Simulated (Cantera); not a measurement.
# Thermodynamics of abatement and gas-phase synthesis, feed NH3 + H2O

Feed: 1 mol NH3, 0.12 mol H2O, held at 0.0100 bar.

These are equilibrium values from Cantera (NASA tables, ideal gas, pure condensed phases), not measurements of a reactor. Candidate condensed phases: H2O; 24 gas species. Equilibrium is a limit: real reactors are often held back by kinetics, nucleation or transport.

From 1102 °C to 2077 °C nothing is condensed.

```tsv
T (°C)	x H2	x N2	x H	x H2O
1102	0.708	0.236	2.88e-5	0.0566
1177	0.707	0.236	7.95e-5	0.0566
1252	0.707	0.236	0.000199	0.0566
1327	0.707	0.236	0.000457	0.0566
1402	0.707	0.236	0.000976	0.0566
1477	0.706	0.236	0.00195	0.0565
1552	0.704	0.235	0.00370	0.0565
1627	0.702	0.235	0.00665	0.0564
1702	0.698	0.234	0.0114	0.0562
1777	0.691	0.234	0.0189	0.0559
1852	0.682	0.232	0.0300	0.0554
1927	0.668	0.230	0.0460	0.0547
2002	0.649	0.228	0.0684	0.0537
2077	0.624	0.224	0.0985	0.0521
```
x: gas mole fraction; nothing condenses.
